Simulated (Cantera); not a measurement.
Feed: 1 mol FeCl3, 0.022 mol HCl, 9.5 mol N2, held at 75.0 Torr.

Equilibrium computed with Cantera from the NASA thermochemical tables; the gas is ideal and each condensed phase is pure. Candidate condensed phases: Fe, FeCl2, FeCl3, NH4Cl; 18 gas species. Kinetics and transport are ignored. All values below are at 1400 K.

Base state: N2 0.865, FeCl2 0.0685, Cl2 0.0269, FeCl3 0.0225, Cl 0.0147, HCl 0.00200, Fe2Cl4 4.11e-5 (mole fractions); condensed: gas only.

Task: What changes in the equilibrium state with this change: pressure from 75.0 Torr to 7.50 Torr?

Result: 
| species | before | after |
|---|---|---|
| N2 | 0.865 | 0.848 |
| FeCl2 | 0.0685 | 0.0818 |
| Cl | 0.0147 | 0.0407 |
| FeCl3 | 0.0225 | 0.00744 |
| Cl2 | 0.0269 | 0.0205 |
| Fe2Cl4 | 4.11e-5 | 5.87e-6 |
| HCl | 0.00200 | 0.00196 |
